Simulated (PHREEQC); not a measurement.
## Brine (model solution)

A solution holds 0.34 mol/kgw Na2CO3, 0.0086 mol/kgw K2SO4 and 0.086 mol/kgw KBr, at 25 °C. Closed to the air; pH follows from the charge balance.

All values are PHREEQC results (Pitzer model, pitzer.dat), not measurements.

Each row changes one thing in this solution. No solid was allowed to form.

```csv
case,pH,ionic strength (mol/kgw),HCO3- (mol/kgw),CO2 (mol/kgw),SI of Natron (Na2CO3:10H2O),SI of Nahcolite (NaHCO3)
as made,11.51,1.13,0.00491,1.60e-8,-1.50,-2.60
K2SO4 from 0.0086 to 0.0172 mol/kgw,11.51,1.15,0.00490,1.58e-8,(withheld),-2.60
diluted 10-fold with water,11.17,0.111,0.00196,2.38e-8,(withheld),-3.68
K2SO4 from 0.0086 to 0.043 mol/kgw,11.51,1.23,0.00487,1.54e-8,-1.54,(withheld)
diluted 5-fold with water,11.27,0.224,0.00262,2.27e-8,-3.00,-3.32
diluted 100-fold with water,10.78,0.0106,0.000682,2.32e-8,(withheld),-5.00
Na2CO3 from 0.34 to 0.17 mol/kgw,11.40,0.618,0.00376,1.93e-8,-2.14,(withheld)
```

Task: Complete the blanks.

Result: 
- K2SO4 from 0.0086 to 0.0172 mol/kgw, SI of Natron (Na2CO3:10H2O): -1.51
- diluted 10-fold with water, SI of Natron (Na2CO3:10H2O): -3.72
- K2SO4 from 0.0086 to 0.043 mol/kgw, SI of Nahcolite (NaHCO3): -2.62
- diluted 100-fold with water, SI of Natron (Na2CO3:10H2O): -6.35
- Na2CO3 from 0.34 to 0.17 mol/kgw, SI of Nahcolite (NaHCO3): -2.90

In brines, pH and single-ion activities rest on the MacInnes convention.
